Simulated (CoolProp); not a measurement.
The numbers come from the reference Helmholtz-energy equation of state, Schroeder 2014 in CoolProp.

Problem. Give the vapour pressure (kPa), liquid cp (kJ/(kg K)), vapour Z, liquid viscosity (µPa s) of saturated ethanol at 410.9, 425.1, 439.4 K.

Solution. 
```
T (K)  p (kPa)  liquid cp (kJ/(kg K))  vapour Z  liquid viscosity (µPa s)
-----  -------  ---------------------  --------  ------------------------
410.9      712                   3.66     0.885                       199
425.1     1030                   3.86     0.855                       166
439.4     1460                   4.05     0.819                       139
```

Viscosity comes from a separate model (Kiselev 2005).
